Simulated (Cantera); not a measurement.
What does this Cantera script print?

```python
import numpy as np
import cantera as ct

gas_names = [...]  # 110 gases of nasa_gas.yaml made of C, H, O
cond_names = """
    C(gr) C6H6(L) C7H8(L) C8H18(L),n-octa H2O(s) H2O(L)
""".split()


# ... load() reads the species with a 1 bar reference pressure and builds the phases ...
atoms = {
    'CH3OH': {'C': 1, 'H': 4, 'O': 1},
    'O2': {'O': 2},
    'H2': {'H': 2},
}
top_T = {'C(gr)': 4500}  # K; cautious upper limits of use, not melting points


# ... equilibrate(T, P, feed) seeds the gas with the atoms and calls Mixture.equilibrate('TP', solver="vcs", rtol=1e-11, max_steps=5000) ...
results = []
feed = {'CH3OH': 1, 'O2': 0.0072, 'H2': 14}  # mol
T = 2723.15  # K
for P in [10, 100, 1000, 10000, 100000, 1000000, 10000000]:
    mix = equilibrate(T, P, feed)
    results.append((T, P, feed, dict(zip(mix.species_names, mix.species_moles))))
    x = sorted(zip(gas.X, gas.species_names), reverse=True)
    print(f"T = {T:g} K  P = {P:g} Pa  gas = {mix.phase_moles(0):.4g} mol")
    print("   x: " + "  ".join(f"{s} {v:.3e}" for v, s in x if v > 1e-05))
    print("   condensed (mol): " + ("  ".join(f"{mix.phase(i).name} {mix.phase_moles(i):.4g}"
          for i in range(1, mix.n_phases) if mix.phase_moles(i) > 1e-12) or "none"))
```

It prints:

```
T = 2723.15 K  P = 10 Pa  gas = 32.26 mol
   x: H 9.453e-01  CO 3.099e-02  H2 2.327e-02  O 4.279e-04  OH 1.658e-05
   condensed (mol): none
T = 2723.15 K  P = 100 Pa  gas = 28.31 mol
   x: H 7.982e-01  H2 1.659e-01  CO 3.532e-02  O 3.188e-04  OH 1.043e-04  H2O 8.282e-05
   condensed (mol): none
T = 2723.15 K  P = 1000 Pa  gas = 21.84 mol
   x: H2 5.107e-01  H 4.429e-01  CO 4.579e-02  H2O 4.829e-04  OH 1.096e-04  O 6.040e-05
   condensed (mol): none
T = 2723.15 K  P = 10000 Pa  gas = 18.6 mol
   x: H2 7.732e-01  H 1.723e-01  CO 5.375e-02  H2O 7.188e-04  OH 4.194e-05
   condensed (mol): none
T = 2723.15 K  P = 100000 Pa  gas = 17.51 mol
   x: H2 8.838e-01  H 5.826e-02  CO 5.710e-02  H2O 8.006e-04  OH 1.382e-05
   condensed (mol): none
T = 2723.15 K  P = 1e+06 Pa  gas = 17.16 mol
   x: H2 9.221e-01  CO 5.825e-02  H 1.882e-02  H2O 8.426e-04
   condensed (mol): none
T = 2723.15 K  P = 1e+07 Pa  gas = 17.03 mol
   x: H2 9.338e-01  CO 5.801e-02  H 5.989e-03  H2O 1.516e-03  CH4 4.950e-04  C2H2,acetylene 6.584e-05  CH3 5.408e-05  CO2 1.388e-05
   condensed (mol): none
```

Cantera equilibrium calculation (NASA polynomials, part measured and part estimated; ideal gas, pure solids and liquids). The ideal-gas law is rough above about 30 bar.
